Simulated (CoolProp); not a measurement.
20 sccm (0 °C, 1 atm) of nitrogen bubbles through liquid n-perfluorohexane at 301.5 K and leaves saturated at a total pressure of 0.15 MPa (ideal gas phase). Each further row changes one setting.

Computed with CoolProp (reference Helmholtz-energy equation of state, Gao 2022).

| case | vapour pressure (kPa) | mole fraction of vapour | delivery (mg/min) | delivery (sccm) | change of delivery for a bath 1 K warmer (%) |
|---|---|---|---|---|---|
| as stated | 34.0 | 0.227 | 88.4 | 5.86 | 5.7 |
| bath temperature 306.5 K | 41.9 | 0.279 | 117 | 7.74 | 5.8 |
| total pressure 0.3 MPa | 34.0 | 0.113 | 38.5 | 2.56 | 4.9 |
